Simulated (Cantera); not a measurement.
Charge: 1 mol CH3SiH3, 0.015 mol C2H4, 1.1 mol H2, equilibrated at 2600 K and 1000 Pa.

Cantera equilibrium calculation (NASA polynomials, part measured and part estimated; ideal gas, pure solids and liquids). Candidate condensed phases: C, C6H6, C7H8, C8H18, Si, SiC; 87 gas species. The feed counts by its element totals alone. Gases not in the tables: Si2H6 and higher silanes. The numbers say what is thermodynamically allowed, not how fast it happens.

**Question.** What is the equilibrium state?

**Answer.** 
```
Item                                 Result
--------------------------------  ---------
x(H2)                                 0.546
x(H)                                  0.284
x(Si)                                 0.112
x(SiC2)                              0.0383
x(C2H2 (acetylene))                 0.00885
x(Si2C)                             0.00786
x(SiH)                              0.00189
x(C2H)                             0.000405
x(Si2)                             0.000397
n(C(graphite))                    0.414 mol
gas amount                        5.917 mol
log10 activity of Si(l) (absent)      -0.94
```
